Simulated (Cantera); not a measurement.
Stirred combustor or abatement burner

A perfectly stirred reactor is fed with CH₄ : CO : O₂ : N₂ = 1 : 0.97 : 1.91 : 7.19 (molar parts), at 1050 Torr; it is adiabatic with a 723 K inlet, and is followed from long to short residence time, starting on the burning branch (τ in s: 0.032, 0.018, 0.0099, 0.0055, 0.003, 0.0017, 0.00092, 0.00051, 0.00028, 0.00015, 8.5e-05, 4.7e-05, 2.6e-05).

Computed with Cantera and GRI-Mech 3.0 (53 species, 325 reactions).

| τ (s) | T (K) | x CH₄ | x CO | x O₂ | x H₂ | x O |
|---|---|---|---|---|---|---|
| 0.032 | 2407 | 5.36e-6 | 0.0829 | 0.000907 | 0.0229 | 0.000307 |
| 0.018 | 2398 | 8.13e-6 | 0.0832 | 0.00114 | 0.0231 | 0.000380 |
| 0.0099 | 2386 | 1.22e-5 | 0.0836 | 0.00150 | 0.0233 | 0.000498 |
| 0.0055 | 2369 | 1.79e-5 | 0.0842 | 0.00201 | 0.0236 | 0.000671 |
| 0.0030 | 2346 | 2.65e-5 | 0.0850 | 0.00274 | 0.0240 | 0.000927 |
| 0.0017 | 2319 | 3.87e-5 | 0.0860 | 0.00364 | 0.0246 | 0.00125 |
| 0.00092 | 2283 | 5.94e-5 | 0.0872 | 0.00486 | 0.0253 | 0.00171 |
| 0.00051 | 2243 | 9.24e-5 | 0.0887 | 0.00630 | 0.0261 | 0.00223 |
| 0.00028 | 2199 | 0.000150 | 0.0905 | 0.00804 | 0.0268 | 0.00281 |
| 0.00015 | 2149 | 0.000260 | 0.0930 | 0.0103 | 0.0275 | 0.00338 |
| 8.5e-5 | 2101 | 0.000456 | 0.0962 | 0.0131 | 0.0280 | 0.00374 |
| 4.7e-5 | 2044 | 0.000903 | 0.102 | 0.0177 | 0.0284 | 0.00376 |
| 2.6e-5 | 1939 | 0.00270 | 0.116 | 0.0304 | 0.0292 | 0.00256 |
x: mole fraction; the columns are a selection and need not sum to one.
